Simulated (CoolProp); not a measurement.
Hydrogen sulfide along the isobar 7.29 MPa: density (kg/m³) from the reference equation and from simpler models built on Tc = 373.1 K, pc = 8.999 MPa, ω = 0.101; each cubic takes its own stable root.

Model: reference Helmholtz-energy equation of state, Lemmon 2006, in CoolProp. It is a short technical equation, of lower accuracy than the large ones.

| T (K) | phase | reference | van der Waals | Redlich-Kwong | Soave-Redlich-Kwong | Peng-Robinson |
|---|---|---|---|---|---|---|
| 228.7 | liquid | 928.5 | 614.9 | 896.7 | 900.6 | 1016 |
| 253.4 | liquid | 883.5 | 587.8 | 848.4 | 854.7 | 965.6 |
| 278.2 | liquid | 834.1 | [?] | 792.9 | 801.4 | 906.3 |
| 302.9 | liquid | 778.1 | [?] | 728.1 | 738.0 | 834.8 |
| 327.7 | liquid | 709.5 | 473.9 | 647.1 | 657.5 | 742.9 |
| 352.4 | liquid | 609.1 | 396.4 | 527.8 | 537.8 | [?] |
| 377.2 | gas | 122.7 | 116.2 | 121.5 | 121.2 | 126.3 |
| 401.9 | gas | 100.0 | 99.02 | 100.6 | 99.80 | 103.3 |
| 426.7 | gas | 87.25 | 87.85 | 88.15 | 87.22 | 89.86 |
| 451.4 | gas | 78.46 | [?] | 79.42 | 78.45 | 80.58 |
| 476.2 | gas | 71.78 | [?] | 72.70 | 71.75 | 73.52 |
| 500.9 | gas | 66.47 | 67.94 | 67.33 | 66.40 | 67.91 |

**Question.** Complete the blanks.

**Answer.** 
- 278.2, van der Waals: 556.9
- 302.9, van der Waals: 520.6
- 352.4, Peng-Robinson: 604.5
- 451.4, van der Waals: 79.66
- 476.2, van der Waals: 73.20
